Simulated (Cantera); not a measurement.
Mixture: CH4 : O2 : N2 = 1 : 3.39 : 12.7 (molar parts), equivalence ratio 0.59, at 10.0 bar, adiabatic and at constant volume. Ignition delay is the time to a rise of 400 K.

Cantera simulation using GRI-Mech 3.0 (53 species, 325 reactions); the numbers are that mechanism's predictions, not measurements.

### Question
Predict: delay at 1273 K; delay at 1473 K; delay at 1673 K; delay at 1873 K; delay at 2073 K; apparent activation energy between 1973 and 2173 K.

### Answer
| Quantity | Result |
|---|---|
| delay at 1273 K | 1.50 ms |
| delay at 1473 K | 0.186 ms |
| delay at 1673 K | 34.1 µs |
| delay at 1873 K | 8.96 µs |
| delay at 2073 K | 3.16 µs |
| apparent activation energy between 1973 and 2173 K | 160 kJ/mol |
